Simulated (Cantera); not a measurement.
Feed: 1 mol MgSO4, 3.2 mol H2, at 1175 K and 9500 Pa.

Equilibrium computed with Cantera from the NASA thermochemical tables; the gas is ideal and each condensed phase is pure. Candidate condensed phases: H2O, H2SO4, Mg, MgO, Mg(OH)2, MgS, MgSO4, S; 26 gas species. Gases not in the tables: S3 to S7. Kinetics and transport are ignored.

Base state: H2O 0.761, H2S 0.0884, S2 0.0759, H2 0.0385, SO2 0.0353, S2O 0.000821, SH 0.000168, SO 0.000103 (mole fractions); condensed: MgO(s).

### Question
What changes in the equilibrium state with this change: 0.0074 mol CH4 added?

### Answer
```json
[
 {"species": "H2O", "before": "0.761", "after": "0.758"},
 {"species": "H2S", "before": "0.0884", "after": "0.0906"},
 {"species": "S2", "before": "0.0759", "after": "0.0754"},
 {"species": "SO2", "before": "0.0353", "after": "0.0331"},
 {"species": "H2", "before": "0.0385", "after": "0.0396"},
 {"species": "CO2", "before": "0", "after": "0.00191"},
 {"species": "CO", "before": "0", "after": "0.000128"},
 {"species": "S2O", "before": "0.000821", "after": "0.000790"},
 {"species": "SO", "before": "0.000103", "after": "9.99e-5"},
 {"species": "MgO(s), mol", "before": "1.00", "after": "1.00"}
]
```
Further candidate phases: C, C6H6, C7H8, C8H18, MgCO3.
